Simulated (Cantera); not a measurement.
**Premixed flame**

A freely propagating, adiabatic, planar premixed flame of CH₄ : H₂ : O₂ : N₂ = 1 : 0.36 : 2.18 : 8.2 (molar parts), unburnt at 700 K and 0.207 atm; mixture-averaged transport, grid criteria slope 0.08 and curve 0.16, no radiation.

Model: GRI-Mech 3.0 (53 species, 325 reactions), integrated in Cantera. Burning velocities carry a grid error of a few per cent, more on coarse grids.

```tsv
z (mm)	T (K)	u (m/s)	x CH₄	x H₂	x O₂	x CH₂	x C₂H₂	x OH
-3.43	700	2.87	0.0852	0.0308	0.186	<1e-8	<1e-8	<1e-8
-2.28	701	2.88	0.0851	0.0314	0.186	<1e-8	<1e-8	1.37e-7
-1.71	704	2.89	0.0848	0.0322	0.185	<1e-8	1.91e-8	1.33e-6
-1.14	733	3.02	0.0830	0.0343	0.183	2.31e-8	4.34e-7	1.28e-5
-0.571	978	4.07	0.0671	0.0390	0.166	1.22e-6	1.18e-5	0.000121
-0.285	1333	5.62	0.0404	0.0413	0.131	2.12e-5	5.54e-5	0.000780
0	1714	7.31	0.0120	0.0386	0.0836	7.51e-5	0.000127	0.00350
0.285	1892	8.11	0.00146	0.0299	0.0505	3.02e-5	4.33e-5	0.00827
0.571	1933	8.29	9.48e-5	0.0238	0.0363	2.62e-6	2.92e-6	0.0113
1.14	1956	8.36	4.07e-7	0.0217	0.0289	1.18e-8	<1e-8	0.0128
2.28	1982	8.44	<1e-8	0.0222	0.0262	<1e-8	<1e-8	0.0132
4.57	2018	8.56	<1e-8	0.0218	0.0249	<1e-8	<1e-8	0.0133
9.13	2073	8.76	<1e-8	0.0205	0.0234	<1e-8	<1e-8	0.0133
```
x: mole fraction of selected species; z is measured from the peak of heat release.

```yaml
laminar_burning_velocity: 287 cm/s
thermal_thickness: 1.14 mm
peak x(CH₂): 7.56e-5
peak x(C₂H₂): 0.000127
peak x(OH): 0.0134
grid_points: 165
```
